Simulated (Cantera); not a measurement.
# Ammonia decomposition in nitride growth gas

A perfectly stirred reactor is fed with 67.1 % NH₃, 32.9 % H₂, at 0.987 atm; it is held at 1550 K, and followed from long to short residence time.

Model: the gas-phase N/H chemistry of the illustrative SiF4/NH3 mechanism in the Surface Chemkin manual (1991), integrated in Cantera. Walls and surfaces, which speed up NH3 decomposition in real reactors, are not modelled.

```tsv
τ (s)	x NH₃	x H₂	x NH₂	x NH	x H	x N₂H₄
4.5	0.552	0.412	3.92e-5	1.00e-7	1.27e-5	8.39e-8
1.8	0.614	0.369	4.29e-5	1.08e-7	1.12e-5	1.01e-7
0.70	0.647	0.346	4.49e-5	1.12e-7	1.05e-5	1.10e-7
0.28	0.661	0.336	4.56e-5	1.13e-7	1.01e-5	1.14e-7
0.11	0.667	0.332	4.57e-5	1.12e-7	9.91e-6	1.14e-7
0.043	0.670	0.330	4.53e-5	1.10e-7	9.72e-6	1.12e-7
0.017	0.671	0.329	4.38e-5	1.02e-7	9.37e-6	1.05e-7
0.0067	0.671	0.329	4.00e-5	8.59e-8	8.56e-6	8.77e-8
0.0027	0.671	0.329	3.20e-5	5.51e-8	6.84e-6	5.61e-8
```
x: mole fraction; the columns are a selection and need not sum to one.
